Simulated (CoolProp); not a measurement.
Vapour-liquid equilibrium of carbon dioxide (1) + dimethyl ether (2) at 0.968 MPa; x and y are mole fractions of (1).

Computed with CoolProp (multi-fluid Helmholtz-energy mixture model, Span 1996 and Wu 2011; pair parameters Bell 2016).

Give the bubble temperature and the first vapour's composition at x = 0.35, 0.5, 0.65. Is there an azeotrope?

x = 0.35: 268.6 K, y = 0.825; x = 0.5: 256.1 K, y = 0.916; x = 0.65: 246.6 K, y = 0.962. No azeotrope shows between x = 0.05 and 0.95.

Pair parameters are fitted to limited data, so mixtures are less certain than the pure fluids.
